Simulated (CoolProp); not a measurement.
A single-stage vapour-compression cycle with R123: evaporating at 315.15 K (dew point), condensing at 357.15 K (bubble point), superheat 10 K, subcooling 8 K, compressor efficiency 0.8, no pressure losses. Each further row changes one setting.

The numbers come from the reference Helmholtz-energy equation of state, Younglove 1994 in CoolProp. It is a modified Benedict-Webb-Rubin equation, recast in Helmholtz form.

| case | cooling COP | pressure ratio | discharge temperature (K) | refrigerating effect (kJ/kg) | volumetric capacity (kJ/m³) |
|---|---|---|---|---|---|
| as stated | ? | 3.27 | 367.0 | 135 | 1330 |
| evaporating temperature 320.15 K | 6.31 | 2.79 | 366.7 | 138 | 1580 |
| condensing temperature 352.15 K | 6.23 | 2.89 | 362.3 | 141 | 1390 |
| subcooling 13 K | ? | 3.27 | 367.0 | 141 | 1390 |
| superheat 20 K | ? | 3.27 | 377.2 | ? | ? |
| compressor efficiency 0.7 | 4.69 | 3.27 | 371.4 | 135 | 1330 |

Problem. Some entries are withheld; supply them.

Solution. 
- as stated, cooling COP: 5.36
- subcooling 13 K, cooling COP: 5.57
- superheat 20 K, cooling COP: 5.44
- superheat 20 K, refrigerating effect (kJ/kg): 142
- superheat 20 K, volumetric capacity (kJ/m³): 1350
